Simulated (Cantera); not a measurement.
A closed system holds: 1 mol Al₂O₃, 300 mol H₂, 0.22 mol H₂O, held at 2123 K and 133 Pa.

Equilibrium computed with Cantera from the NASA thermochemical tables; the gas is ideal and each condensed phase is pure. Candidate condensed phases: Al, Al₂O₃, H₂O; 19 gas species. The tables' values for AlOH are old estimates; treat these amounts as uncertain. The numbers say what is thermodynamically allowed, not how fast it happens.

Base state: H₂ 0.901, H 0.0933, H₂O 0.00368, Al 0.00162, Al₂O 0.000251, AlOH 0.000137, OH 4.71e-5, AlO 2.88e-5 (mole fractions); condensed: Al₂O₃(s).

Task: What changes in the equilibrium state with this change: 0.84 mol O₂ added?

Result: 
```csv
species,before,after
H₂,0.901,0.899
H,0.0933,0.0932
H₂O,0.00368,0.00705
Al,0.00162,0.000609
Al₂O,0.000251,6.81e-5
AlH,1.22e-5,4.57e-6
"Al₂O₃(s), mol",0.637,0.863
```
